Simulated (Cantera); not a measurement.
An isothermal, constant-pressure homogeneous reactor starts with N2O = 1 (molar parts), at 1425 K and 82.5 Torr. Integrator tolerance rtol = 1e-08.

Computed with Cantera and GRI-Mech 3.0 (53 species, 325 reactions). GRI-Mech 3.0 was tuned for natural gas; its chemistry of N2O as a main component is partial and can be far from experiment. The temperature is held fixed by assumption; the heat of reaction is taken as removed at once.

```
quantity                                            before                                    after
----------------  ----------------------------------------  ---------------------------------------
x(N2O) at 30.0 s   4.90e-6 (gas-phase equilibrium 1.86e-8)    0.379 (gas-phase equilibrium 3.38e-9)
x(O) at 30.0 s     2.19e-6 (gas-phase equilibrium 2.43e-6)  7.47e-7 (gas-phase equilibrium 1.46e-8)
x(O2) at 30.0 s        0.267 (gas-phase equilibrium 0.333)      0.190 (gas-phase equilibrium 0.333)
x(NO) at 30.0 s     0.131 (gas-phase equilibrium 0.000968)  0.0349 (gas-phase equilibrium 0.000153)
x(NO2) at 30.0 s  0.000333 (gas-phase equilibrium 2.74e-6)  5.05e-5 (gas-phase equilibrium 1.38e-6)
x(N2) at 30.0 s        0.601 (gas-phase equilibrium 0.666)      0.397 (gas-phase equilibrium 0.667)
```

Name the change that produced these shifts.
A. temperature 1425 to 1375 K
B. temperature 1425 to 1150 K
C. temperature 1425 to 1600 K
D. temperature 1425 to 1325 K

B, temperature 1425 to 1150 K
